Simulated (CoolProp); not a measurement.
The fluid at 246.02 K and 0.0211 MPa is throttled through a valve to 0.00119 MPa with no heat exchange. The same conditions are run with several fluids, on thermodynamics alone (safety and materials aside).

Computed with CoolProp (reference Helmholtz-energy equation of state of each fluid (carbonyl sulfide: Lemmon 2006; R410A: Lemmon 2003; fluorine: de Reuck 1990; dimethyl ether: Wu 2011; R124: de Vries 1995)). Blends and air are pseudo-pure fits.

| fluid | temperature change (K) | final density (kg/m³) |
|---|---|---|
| carbonyl sulfide | -0.7 | 0.0351 |
| R410A | -0.8 | 0.0424 |
| fluorine | -0.1 | 0.0221 |
| dimethyl ether | -1.0 | 0.0269 |
| R124 | -0.9 | 0.0797 |
